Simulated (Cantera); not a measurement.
A closed system holds: 1 mol Si₃N₄, 0.23 mol H₂O, 5.9 mol H₂, 1.4 mol N₂O, held at 7.40e-6 bar.

These are equilibrium values from Cantera (NASA tables, ideal gas, pure condensed phases), not measurements of a reactor. Candidate condensed phases: H₂O, Si, SiO₂, Si₂N₂O, Si₃N₄; 35 gas species. Mutual solubility and eutectic melting of coexisting phases are not modelled. The tables hold silica as quartz up to 1696 K and as liquid above; real silica turns to tridymite and cristobalite and melts near 1996 K. Rates play no part.

**Question.** Which condensed phases are stable at each of these points (T (°C)): 777, 852, 927, 1002, 1077, 1152, 1227, 1302, 1377, 1452, 1527, 1602, 1677?

**Answer.** 
```csv
T (°C),condensed phases,Si condensed (%)
777,SiO₂(β-quartz) + Si₂N₂O(s),100.0
852,SiO₂(β-quartz) + Si₂N₂O(s),100.0
927,SiO₂(β-quartz) + Si₂N₂O(s),99.7
1002,SiO₂(β-quartz) + Si₂N₂O(s),94.5
1077,Si₂N₂O(s),91.3
1152,Si(s) + Si₂N₂O(s),72.7
1227,Si(s),45.1
1302,Si(s),42.7
1377,Si(s),31.3
1452,gas only,0.0
1527,gas only,0.0
1602,gas only,0.0
1677,gas only,0.0
```

From 777 °C to 1002 °C the condensed part is SiO₂(β-quartz) + Si₂N₂O(s). At 1077 °C the condensed part is Si₂N₂O(s). At 1152 °C the condensed part is Si(s) + Si₂N₂O(s). From 1227 °C to 1377 °C the condensed part is Si(s). From 1452 °C to 1677 °C nothing is condensed.
